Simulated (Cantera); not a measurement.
Feed: 1 mol B2H6, 0.11 mol O2, at 1723.15 K and 4500 Pa.

Equilibrium computed with Cantera from the NASA thermochemical tables; the gas is ideal and each condensed phase is pure. Candidate condensed phases: B, B2O3, B3O3H3, H2O; 23 gas species. The feed counts by its element totals alone. The tables' values for BH2 are old estimates; treat these amounts as uncertain. Equilibrium is a limit: real reactors are often held back by kinetics, nucleation or transport.

Base state: H2 0.941, HBO 0.0458, B2O2 0.00983, B2O3 0.00103, H 0.000835, BO 0.000791, HBO2 0.000611, BH2 6.90e-5 (mole fractions); condensed: B(s).

Task: What changes in the equilibrium state with this change: O2 from 0.11 to 1.5 mol?

Result: 
```tsv
species	before	after
H2	0.941	0.918
HBO2	0.000611	0.0269
B2O3	0.00103	0.0249
HBO	0.0458	0.0244
BH2	6.90e-5	4.41e-7
H2O	2.29e-5	0.00184
B3O3H3	5.26e-5	7.99e-6
B2O2	0.00983	0.00287
BO	0.000791	0.000427
B(s), mol	1.78	0
B2O3(l), mol	0	0.830
```

Task: What changes in the equilibrium state with this change: B2H6 replaced by BF3?

Result: 
```json
[
 {"species": "BF3", "before": "0", "after": "0.900"},
 {"species": "O2", "before": "<1e-9", "after": "0.0987"},
 {"species": "F", "before": "0", "after": "0.00108"},
 {"species": "H2", "before": "0.941", "after": "0"},
 {"species": "HBO", "before": "0.0458", "after": "0"},
 {"species": "B2O2", "before": "0.00983", "after": "<1e-9"},
 {"species": "B2O3", "before": "0.00103", "after": "<1e-9"},
 {"species": "B(s), mol", "before": "1.78", "after": "0"}
]
```

Task: What changes in the equilibrium state with this change: B2H6 replaced by borazine?

Result: 
| species | before | after |
|---|---|---|
| H2 | 0.941 | 0.927 |
| N2 | 0 | 0.0273 |
| HBO | 0.0458 | 0.0262 |
| BH2 | 6.90e-5 | 1.91e-6 |
| H2O | 2.29e-5 | 0.000463 |
| B(s), mol | 1.78 | 0 |
| BN(s), mol | 0 | 2.83 |
Further candidate phases: BN.
